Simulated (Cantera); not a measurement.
Input: 1 mol Pb, 0.058 mol O2, 90 mol N2, at 900 K and 9100 Pa.

These are equilibrium values from Cantera (NASA tables, ideal gas, pure condensed phases), not measurements of a reactor. Candidate condensed phases: Pb, PbO, PbO2, Pb3O4; 12 gas species. Equilibrium is a limit: real reactors are often held back by kinetics, nucleation or transport.

Base state: N2 1.000, Pb 1.50e-5 (mole fractions); condensed: Pb(l) + PbO(yellow).

Q: What changes in the equilibrium state with this change: temperature from 900 K to 1125 K?

A: 
| species | before | after |
|---|---|---|
| N2 | 1.000 | 0.998 |
| Pb | 1.50e-5 | 0.00208 |
| PbO | 8.20e-8 | 0.000132 |
| Pb(l), mol | 0.883 | 0.696 |
| PbO(yellow), mol | 0.116 | 0.104 |
Mutual solubility and eutectic melting of coexisting phases are not modelled.

Q: What changes in the equilibrium state with this change: Pb replaced by Fe(CO)5?

A: 
```csv
species,before,after
N2,1.000,0.947
CO,0,0.0512
CO2,0,0.00133
Pb,1.50e-5,0
"Pb(l), mol",0.883,0
"PbO(yellow), mol",0.116,0
"C(graphite), mol",0,0.0105
"Fe(α), mol",0,1.00
```
Condensed phases not in the tables: cementite and carbon dissolved in iron. Further candidate phases: C, Fe, Fe(CO)5, FeO, Fe2O3, Fe3O4.
